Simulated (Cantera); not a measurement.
What does this Cantera script print?

```python
import numpy as np
import cantera as ct

gas_names = [...]  # 95 gases of nasa_gas.yaml made of C, F, H
cond_names = """
    C(gr) C6H6(L) C7H8(L) C8H18(L),n-octa
""".split()


# ... load() reads the species with a 1 bar reference pressure and builds the phases ...
atoms = {
    'C2F6': {'C': 2, 'F': 6},
    'F2': {'F': 2},
    'H2': {'H': 2},
}
top_T = {'C(gr)': 4500}  # K; cautious upper limits of use, not melting points


# ... equilibrate(T, P, feed) seeds the gas with the atoms and calls Mixture.equilibrate('TP', solver="vcs", rtol=1e-11, max_steps=5000) ...
results = []
feed = {'C2F6': 1, 'F2': 0.47, 'H2': 3.3}  # mol
T = 1473  # K
P = 133.322  # Pa
mix = equilibrate(T, P, feed)
results.append((T, P, feed, dict(zip(mix.species_names, mix.species_moles))))
print(gas.report(threshold=0.0001))
for i in range(1, mix.n_phases):
    print(f"{mix.phase(i).name:16s} {mix.phase_moles(i):12.5e} mol")
```

Output:

```
       temperature   1473 K
          pressure   133.32 Pa
           density   0.00022718 kg/m^3
  mean mol. weight   20.869 kg/kmol
   phase of matter   gas

                          1 kg             1 kmol
                     ---------------   ---------------
          enthalpy       -1.1718e+07       -2.4456e+08  J
   internal energy       -1.2305e+07        -2.568e+08  J
           entropy             13380        2.7922e+05  J/K
    Gibbs function       -3.1426e+07       -6.5585e+08  J
 heat capacity c_p            1584.2             33062  J/K
 heat capacity c_v            1185.8             24747  J/K

                      mass frac. Y      mole frac. X     chem. pot. / RT
                     ---------------   ---------------   ---------------
               CF4          0.053352          0.012652           -126.47
                HF           0.94637            0.9872           -52.617
     [  +93 minor]        0.00027869        0.00015154

C(gr)             1.91480e+00 mol
```

Equilibrium computed with Cantera from the NASA thermochemical tables; the gas is ideal and each condensed phase is pure. The feed counts by its element totals alone. Gases not in the tables: C2F6 and larger saturated fluorocarbons.
